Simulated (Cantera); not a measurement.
Input (Python, Cantera):

```python
import numpy as np
import cantera as ct

gas = ct.Solution("gri30.yaml")
gas.TPX = 2275, 1700, {'CH4': 0.015, 'H2': 1, 'CO2': 0.014}
reactor = ct.IdealGasConstPressureReactor(gas, energy="off", clone=False)
net = ct.ReactorNet([reactor])
net.rtol, net.atol = 1e-08, 1e-18
show = ['CH4', 'H2', 'CO2', 'C2H2', 'CH2O', 'H']
times = np.geomspace(0.0004, 2, 10)

steps = ct.SolutionArray(gas, extra=["t"])
rows = []
print(f"{'t/s':>10s}{'T/K':>9s}{'P/Pa':>11s}" + "".join(f"{s:>11s}" for s in show))
for t in times:
    while net.time < t:
        t_next = net.step()
        steps.append(gas.state, t=t_next)
    rows.append([np.interp(t, steps.t, y) for y in (steps.T, steps.P, *steps(*show).X.T)])
    print(f"{t:10.3e}{rows[-1][0]:9.1f}{rows[-1][1]:11.4g}" + "".join(f"{x:11.3e}" for x in rows[-1][2:]))
rate = np.gradient(steps.T, steps.t)
print("integrator steps:", len(steps.t))
if steps.T.max() > steps.T[0] + 200:
    print(f"time of steepest temperature rise: {steps.t[rate.argmax()]:.4e} s")
gas.TPX = 2275, 1700, {'CH4': 0.015, 'H2': 1, 'CO2': 0.014}
gas.equilibrate("TP")
print(f"equilibrium (TP): T = {gas.T:.1f} K  " + "  ".join(f"{s} {gas[s].X[0]:.3e}" for s in show))
```

Result:

```
       t/s      T/K       P/Pa        CH4         H2        CO2       C2H2       CH2O          H
 4.000e-04   2275.0       1700  1.409e-02  9.700e-01  1.338e-02  8.454e-07  8.838e-08  1.628e-03
 1.031e-03   2275.0       1700  1.336e-02  9.665e-01  1.224e-02  2.715e-05  2.811e-07  4.136e-03
 2.655e-03   2275.0       1700  1.117e-02  9.564e-01  7.013e-03  4.975e-04  5.164e-07  9.749e-03
 6.840e-03   2275.0       1700  5.633e-03  9.458e-01  4.320e-04  3.199e-03  4.587e-07  1.706e-02
 1.762e-02   2275.0       1700  1.432e-03  9.432e-01  3.324e-05  5.542e-03  1.765e-07  2.263e-02
 4.540e-02   2275.0       1700  4.665e-04  9.398e-01  3.188e-05  5.362e-03  7.096e-08  2.776e-02
 1.170e-01   2275.0       1700  2.534e-04  9.356e-01  2.588e-05  3.764e-03  3.662e-08  3.404e-02
 3.013e-01   2275.0       1700  9.471e-05  9.295e-01  1.304e-05  1.835e-03  8.673e-09  4.255e-02
 7.763e-01   2275.0       1700  2.424e-05  9.197e-01  3.261e-06  7.651e-04  9.507e-10  5.368e-02
 2.000e+00   2275.0       1700  5.383e-06  9.124e-01  2.722e-07  4.771e-04  1.807e-10  6.150e-02
integrator steps: 1449
equilibrium (TP): T = 2275.0 K  CH4 1.146e-06  H2 9.113e-01  CO2 2.489e-10  C2H2 4.550e-04  CH2O 1.594e-10  H 6.262e-02
```

Computed with Cantera and GRI-Mech 3.0 (53 species, 325 reactions). Radical loss at walls, strong at low pressure, is not modelled.
